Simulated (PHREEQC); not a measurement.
Consider water at 25 °C with 0.041 mol/kgw HF, 0.0011 mol/kgw H2SiF6 and 0.00034 mol/kgw H3PO4. Closed to the air; pH follows from the charge balance.

The numbers come from PHREEQC with the ion-association model, wateq4f.dat.

Precipitation was switched off in this run.

Order these F species by the share of F that they hold, largest first: H2F2, SiF6-2, HF, F-, HF2-.

HF (66 %), SiF6-2 (14 %), H2F2 (11 %), F- (7.9 %), HF2- (1.9 %)

The pH is 2.22 and the ionic strength 0.00770 mol/kgw. wateq4f.dat counts part of the HF as a dimer, H2F2, which phreeqc.dat doesn't know; its constant is uncertain. H3PO4, which wateq4f.dat lacks, is added to it with the constant of phreeqc.dat. SiF6-2 is the database's only silicon fluoride.
